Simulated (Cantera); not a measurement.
An isothermal, constant-pressure homogeneous reactor starts with CO : O2 : H2O : N2 = 0.018 : 0.021 : 0.0019 : 1 (molar parts), at 1523 K and 5.00 bar.

Model: GRI-Mech 3.0 (53 species, 325 reactions), integrated in Cantera.

Q: Predict: x(CO) at 5.00 s; x(O2) at 5.00 s; x(H2O) at 5.00 s; x(NO) at 5.00 s; x(H) at 5.00 s; x(H2) at 5.00 s.

A: 
```json
{
 "x(CO) at 5.00 s": "5.00e-7 (gas-phase equilibrium 5.04e-7)",
 "x(O2) at 5.00 s": "0.0116 (gas-phase equilibrium 0.0114)",
 "x(H2O) at 5.00 s": "0.00184 (gas-phase equilibrium 0.00184)",
 "x(NO) at 5.00 s": "7.18e-6 (gas-phase equilibrium 0.000356)",
 "x(H) at 5.00 s": "1.46e-9 (gas-phase equilibrium 1.47e-9)",
 "x(H2) at 5.00 s": "1.97e-8 (gas-phase equilibrium 1.98e-8)"
}
```
